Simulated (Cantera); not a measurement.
What does this Cantera script print?

```python
import numpy as np
import cantera as ct

gas = ct.Solution("h2o2.yaml")
gas.TPX = 425, 101325, {'H2': 0.72, 'O2': 0.943, 'N2': 3.55}
inlet = ct.Reservoir(gas, clone=True)
gas.equilibrate("HP")  # start burning
reactor = ct.IdealGasConstPressureReactor(gas, energy="on", clone=False)
exhaust = ct.Reservoir(gas, clone=True)
tau = [0.21, 0.07, 0.023, 0.0077, 0.0026, 0.00085, 0.00028, 9.5e-05, 3.2e-05, 1e-05][0]
for a, b in ((inlet, reactor), (reactor, exhaust)):
    ct.MassFlowController(a, b, mdot=lambda t: reactor.mass / tau)
net = ct.ReactorNet([reactor])
show = ['H2', 'O2', 'O', 'H2O2', 'HO2', 'H2O']

rows = []
print(f"{'tau/s':>10s}{'T/K':>9s}" + "".join(f"{s:>11s}" for s in show))
for tau in [0.21, 0.07, 0.023, 0.0077, 0.0026, 0.00085, 0.00028, 9.5e-05, 3.2e-05, 1e-05]:
    net.initial_time = 0.0
    net.advance(30 * tau)
    before = gas.X
    net.advance(40 * tau)
    drift = np.max(np.abs(gas.X - before) / (gas.X + 1e-9))
    rows.append([gas.T, *gas[show].X, drift])
    print(f"{tau:10.3e}{gas.T:9.1f}" + "".join(f"{x:11.3e}" for x in gas[show].X))
```

Output:

```
     tau/s      T/K         H2         O2          O       H2O2        HO2        H2O
 2.100e-01   1490.1  7.687e-05  1.200e-01  5.364e-05  1.889e-07  2.556e-06  1.480e-01
 7.000e-02   1488.1  1.594e-04  1.199e-01  1.130e-04  3.130e-07  5.007e-06  1.478e-01
 2.300e-02   1484.4  3.331e-04  1.199e-01  2.398e-04  5.093e-07  9.576e-06  1.474e-01
 7.700e-03   1477.7  6.848e-04  1.198e-01  4.969e-04  8.088e-07  1.717e-05  1.467e-01
 2.600e-03   1464.8  1.395e-03  1.197e-01  9.969e-04  1.279e-06  2.845e-05  1.455e-01
 8.500e-04   1438.7  2.912e-03  1.197e-01  1.929e-03  2.108e-06  4.375e-05  1.431e-01
 2.800e-04   1387.6  6.282e-03  1.205e-01  3.294e-03  3.726e-06  6.220e-05  1.380e-01
 9.500e-05   1285.0  1.595e-02  1.248e-01  4.104e-03  7.329e-06  8.751e-05  1.258e-01
 3.200e-05    425.0  1.381e-01  1.809e-01 -2.046e-21 -1.433e-19 -9.583e-19 -1.787e-16
 1.000e-05    425.0  1.381e-01  1.809e-01 -3.241e-24 -2.338e-22 -1.564e-21 -2.916e-19
```

Model: the H2/O2 subset of GRI-Mech 3.0, which has no nitrogen chemistry, integrated in Cantera.
